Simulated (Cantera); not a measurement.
A perfectly stirred reactor is fed with NH₃ : N₂ = 1 : 0.59 (molar parts), at 0.0263 atm; it is held at 2150 K, and followed from long to short residence time.

Computed with Cantera and the gas-phase N/H chemistry of the illustrative SiF4/NH3 mechanism in the Surface Chemkin manual (1991). Walls and surfaces, which speed up NH3 decomposition in real reactors, are not modelled.

One state of this run: x NH₃ = 0.557; x NH = 3.61e-5; x N = 1.24e-6; x N₂H₂ = 1.05e-5; x N₂H₄ = 1.91e-8. x: mole fraction; the columns are a selection and need not sum to one.

Which value of τ (s) does it belong to?
A. 0.00016
B. 0.0011
C. 0.021
D. 0.054

C, 0.021
